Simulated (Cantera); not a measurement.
A freely propagating, adiabatic, planar premixed flame of H2 : O2 : N2 : H2O = 1 : 0.455 : 1.71 : 0.13 (molar parts), equivalence ratio 1.1, unburnt at 573 K and 480 Torr; mixture-averaged transport, grid criteria slope 0.08 and curve 0.16, no radiation.

Model: the H2/O2 subset of GRI-Mech 3.0, which has no nitrogen chemistry, integrated in Cantera. Burning velocities carry a grid error of a few per cent, more on coarse grids.

Question: How do the results move with these cheaper or finer settings: unity-Lewis-number transport; multicomponent transport; multicomponent+Soret transport; grid criteria slope 0.5, curve 1; grid criteria slope 0.25, curve 0.5; grid criteria slope 0.03, curve 0.06?

Answer: 
| setting | laminar burning velocity | thermal thickness | peak x(H) | peak x(H2O2) | grid points |
|---|---|---|---|---|---|
| as above | 668 cm/s | 0.806 mm | 0.0653 | 1.36e-5 | 130 |
| unity-Lewis-number transport | 429 cm/s | 0.617 mm | 0.0708 | 6.15e-6 | 120 |
| multicomponent transport | 656 cm/s | 0.803 mm | 0.0651 | 1.37e-5 | 130 |
| multicomponent+Soret transport | 625 cm/s | 0.791 mm | 0.0634 | 1.42e-5 | 130 |
| grid criteria slope 0.5, curve 1 | 809 cm/s | 1.08 mm | 0.0680 | 9.32e-6 | 48 |
| grid criteria slope 0.25, curve 0.5 | 713 cm/s | 0.892 mm | 0.0667 | 1.19e-5 | 70 |
| grid criteria slope 0.03, curve 0.06 | 659 cm/s | 0.785 mm | 0.0651 | 1.40e-5 | 291 |
Unity Lewis numbers drop preferential diffusion, which matters most where H2 and H carry the flame; Soret adds thermal diffusion.
